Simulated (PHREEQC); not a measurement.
**Copper plating or etch bath (model solution)**

Dissolve 0.0078 mol Cu(NO3)2, 0.0034 mol HNO3 and 3.8e-05 mol Na2SO4 per kg of water at 25 °C. Closed to the air; pH follows from the charge balance.

Computed with PHREEQC (ion-association model, phreeqc.dat).

This is a speciation only: nothing precipitates in the calculation.

Q: What pH, specific conductance does the model give?

A: pH 2.52; specific conductance 2980 µS/cm.

Q: In which forms is S present?

A: SO4-2 60 %, CuSO4 29 %, HSO4- 11 % of the S.
